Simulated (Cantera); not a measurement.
Cantera run, input and output.

```python
import numpy as np
import cantera as ct

gas = ct.Solution("gri30.yaml")


def delay(T, t_max=10):
    gas.TPX = T, 101325, {'CO': 1, 'H2': 0.54, 'CH4': 0.038, 'O2': 0.604, 'N2': 2.27, 'CO2': 0.33}
    reactor = ct.IdealGasConstPressureReactor(gas, clone=False)
    net = ct.ReactorNet([reactor])
    net.rtol, net.atol = 1e-8, 1e-16
    while net.time < t_max:
        t_old, T_old = net.time, reactor.T
        net.step()
        if reactor.T > T + 400:  # ignition: a rise of 400 K
            return t_old + (T + 400 - T_old) / (reactor.T - T_old) * (net.time - t_old)
    return np.nan


taus = []
for T in [1200, 1300, 1400, 1500, 1600, 1700, 1800, 1900, 2000]:
    taus.append(delay(T))
    print(f"T0 = {T:6g} K   tau = {taus[-1]:.4e} s")
```

It prints:

```
T0 =   1200 K   tau = 8.1795e-05 s
T0 =   1300 K   tau = 5.2834e-05 s
T0 =   1400 K   tau = 3.9694e-05 s
T0 =   1500 K   tau = 3.3595e-05 s
T0 =   1600 K   tau = 3.1467e-05 s
T0 =   1700 K   tau = 3.1965e-05 s
T0 =   1800 K   tau = 3.4313e-05 s
T0 =   1900 K   tau = 3.8066e-05 s
T0 =   2000 K   tau = 4.3017e-05 s
```

Model: GRI-Mech 3.0 (53 species, 325 reactions), integrated in Cantera. Where the delays flatten at high temperature, the 400 K rule measures the pace of heat release, not the induction time.
